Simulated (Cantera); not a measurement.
What does this Cantera script print?

```python
import numpy as np
import cantera as ct

gas_names = """
    B BCL BCL2 BCL3 BH BH2 BH3 BO BOCL BO2 B2 B2O B2O2 B2O3 B3O3CL3 B3O3H3 CL CLO CL2 H HBO HBO2 HCL
    HOCL HO2 H2 H2O H2O2 H3B3O6 O OH O2 O3
""".split()
cond_names = """
    B(b) B(L) B2O3(L) B3O3H3(cr) H2O(s) H2O(L)
""".split()


# ... load() reads the species with a 1 bar reference pressure and builds the phases ...
atoms = {
    'BCl3': {'B': 1, 'CL': 3},
    'H2O': {'H': 2, 'O': 1},
    'H2': {'H': 2},
}
top_T = {}  # K; cautious upper limits of use, not melting points


# ... equilibrate(T, P, feed) seeds the gas with the atoms and calls Mixture.equilibrate('TP', solver="vcs", rtol=1e-11, max_steps=5000) ...
results = []
feed = {'BCl3': 1, 'H2O': 0.13, 'H2': 0.44}  # mol
P = 13332.2  # Pa
for T in [1075, 1125, 1175, 1225, 1275, 1325, 1375]:
    mix = equilibrate(T, P, feed)
    results.append((T, P, feed, dict(zip(mix.species_names, mix.species_moles))))

top = {s: max(r[3][s] / sum(r[3][g] for g in gas_names) for r in results) for s in gas_names}
cols = sorted((s for s in top if top[s] > 0.001), key=lambda s: -top[s])[:5]
seen = [c for c in cond_names if any(r[3].get(c, 0) > 1e-12 for r in results)]
print("log10 of partial pressures in bar; condensed amounts in mol")
print(f"{'T/K':>10s}" + "".join(f"{s[:9]:>10s}" for s in cols + seen))
for T, P, feed, n in results:
    ng = sum(n[g] for g in gas_names)
    print(f"{T:10.4g}" + "".join(f"{np.log10(max(n[s] / ng * P / 1e5, 1e-99)):10.3f}" for s in cols)
          + "".join(f"{n.get(c, 0):10.4g}" for c in seen))
```

Output:

```
log10 of partial pressures in bar; condensed amounts in mol
       T/K      BCL3        H2       HCL   B3O3CL3      BOCL      B(b)
      1075    -1.143    -1.439    -1.668    -2.446    -6.222         0
      1125    -1.143    -1.440    -1.667    -2.447    -5.740         0
      1175    -1.144    -1.441    -1.664    -2.448    -5.299 0.0006484
      1225    -1.152    -1.462    -1.605    -2.450    -4.896   0.01365
      1275    -1.161    -1.486    -1.553    -2.453    -4.525   0.02683
      1325    -1.170    -1.510    -1.507    -2.457    -4.183   0.03997
      1375    -1.179    -1.536    -1.466    -2.463    -3.867   0.05284
```

Method: chemical equilibrium by Gibbs-energy minimisation in Cantera with the NASA 1993 tables (ideal gas, pure condensed phases). The tables' values for BOCl, BCl2, BCl are old estimates; treat these amounts as uncertain. Gases not in the tables: BHCl2.
